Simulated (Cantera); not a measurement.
Feed: 1 mol BN, a varied amount of O2, equilibrated at 1548.15 K and 133 Pa.

These are equilibrium values from Cantera (NASA tables, ideal gas, pure condensed phases), not measurements of a reactor. Candidate condensed phases: B, BN, B2O3; 17 gas species. Mutual solubility and eutectic melting of coexisting phases are not modelled. Kinetics and transport are ignored.

Q: At 0.33 mol O2, list the 4 most abundant gas species with their mole fractions, and the condensed phases.

A: N2 0.953, B2O3 0.0422, B2O2 0.00425, BO 0.000523. Condensed: BN(s) + B2O3(l).
